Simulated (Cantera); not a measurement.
A closed system holds: 1 mol Si, 1.2 mol HCl, 1.3 mol H2, held at 650 K and 2.30 bar.

Equilibrium computed with Cantera from the NASA thermochemical tables; the gas is ideal and each condensed phase is pure. Candidate condensed phases: Si; 19 gas species. Rates play no part.

Base state: H2 0.842, SiCl4 0.0860, SiHCl3 0.0684, SiH2Cl2 0.00316, HCl 8.60e-5, SiH3Cl 3.00e-5 (mole fractions); condensed: Si(s).

Question: What changes in the equilibrium state with this change: temperature from 650 K to 975 K?

Answer: 
| species | before | after |
|---|---|---|
| H2 | 0.842 | 0.839 |
| SiCl4 | 0.0860 | 0.0887 |
| SiHCl3 | 0.0684 | 0.0605 |
| HCl | 8.60e-5 | 0.00702 |
| SiCl2 | 5.01e-9 | 9.49e-5 |
| SiCl3 | 8.18e-7 | 0.000545 |
| SiH3Cl | 3.00e-5 | 7.82e-5 |
| Si(s), mol | 0.660 | 0.666 |
The tables' values for SiCl3 are old estimates; treat these amounts as uncertain.

Question: What changes in the equilibrium state with this change: temperature from 650 K to 1398.15 K?

Answer: 
```json
[
 {"species": "H2", "before": "0.842", "after": "0.777"},
 {"species": "HCl", "before": "8.60e-5", "after": "0.0823"},
 {"species": "SiCl4", "before": "0.0860", "after": "0.0559"},
 {"species": "SiHCl3", "before": "0.0684", "after": "0.0371"},
 {"species": "SiCl2", "before": "5.01e-9", "after": "0.0257"},
 {"species": "SiCl3", "before": "8.18e-7", "after": "0.0183"},
 {"species": "SiH3Cl", "before": "3.00e-5", "after": "0.000106"},
 {"species": "SiH2Cl2", "before": "0.00316", "after": "0.00369"},
 {"species": "Si(s), mol", "before": "0.660", "after": "0.682"}
]
```
The tables' values for SiCl3 are old estimates; treat these amounts as uncertain.

Question: What changes in the equilibrium state with this change: pressure from 2.30 bar to 0.133 bar?

Answer: 
```csv
species,before,after
H2,0.842,0.852
SiCl4,0.0860,0.107
SiHCl3,0.0684,0.0399
SiH3Cl,3.00e-5,3.81e-6
SiH2Cl2,0.00316,0.000860
HCl,8.60e-5,0.000186
"Si(s), mol",0.660,0.677
```
